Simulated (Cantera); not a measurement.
A freely propagating, adiabatic, planar premixed flame of 35.3 % H2, 13.6 % O2, 51.1 % N2, equivalence ratio 1.3, unburnt at 325 K and 5.00 bar; multicomponent+Soret transport, grid criteria slope 0.08 and curve 0.16, no radiation.

Detailed kinetics in Cantera: the H2/O2 subset of GRI-Mech 3.0, which has no nitrogen chemistry. The hydrogen kinetics of GRI-Mech 3.0 are dated; newer H2 mechanisms differ, most at raised pressure. Burning velocities carry a grid error of a few per cent, more on coarse grids.

Problem. Predict: laminar burning velocity; thermal thickness; peak x(HO2); peak x(O); peak x(H2O2).

Solution. 
| Item | Value |
|---|---|
| laminar burning velocity | 285 cm/s |
| thermal thickness | 0.0438 mm |
| peak x(HO2) | 0.00122 |
| peak x(O) | 0.00441 |
| peak x(H2O2) | 0.000185 |
